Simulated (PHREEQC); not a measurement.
A solution holds 6e-05 mol CaSO4, 0.0073 mol NaHCO3 and 0.0065 mol KCl per kg of water, at 20 °C. Closed to the air; pH follows from the charge balance.

Model: ion-association model, wateq4f.dat, run in PHREEQC.

This is a speciation only: nothing precipitates in the calculation.

Estimate the pH, ionic strength.

pH 8.26; ionic strength 0.0141 mol/kgw.

In which forms is C present?

HCO3- 97 %, CO2 1.2 %, CO3-2 1.0 % of the C.

Species that the database lacks are ignored.
